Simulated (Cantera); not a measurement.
A perfectly stirred reactor is fed with H₂ : O₂ : N₂ = 1 : 0.714 : 2.69 (molar parts), at 4.93 atm; it is adiabatic with a 498 K inlet, and is followed from long to short residence time, starting on the burning branch (τ in s: 0.031, 0.013, 0.0057, 0.0024, 0.001, 0.00045, 0.00019, 8.3e-05, 3.6e-05).

Model: the H2/O2 subset of GRI-Mech 3.0, which has no nitrogen chemistry, integrated in Cantera. The hydrogen kinetics of GRI-Mech 3.0 are dated; newer H2 mechanisms differ, most at raised pressure.

| quantity | before | after |
|---|---|---|
| blow-out, bracketed by the residence times tried | burning at 36.0 µs, the shortest tried | burning at 36.0 µs, the shortest tried |
| x(H₂) at τ = 31.0 ms | 0.000542 | 0.00278 |
| x(O₂) at τ = 31.0 ms | 0.0540 | 0.0662 |
| x(H) at τ = 31.0 ms | 5.61e-5 | 0.000519 |
| x(H₂O₂) at τ = 31.0 ms | 4.29e-7 | 1.17e-6 |
| x(OH) at τ = 31.0 ms | 0.00357 | 0.0116 |
| x(H₂) at τ = 1.00 ms | 0.00171 | 0.00348 |
| x(O₂) at τ = 1.00 ms | 0.0538 | 0.0662 |
| x(H) at τ = 1.00 ms | 0.000267 | 0.000699 |
| x(H₂O₂) at τ = 1.00 ms | 6.25e-7 | 1.16e-6 |
| x(OH) at τ = 1.00 ms | 0.00555 | 0.0124 |

### Question
Which change was made?
A) N2 2.69 to 1.9 parts
B) pressure from 4.93 atm to 3.65 atm
C) inlet temperature 498 to 350 K
D) pressure from 4.93 atm to 1.00 atm

### Answer
A, N2 2.69 to 1.9 parts
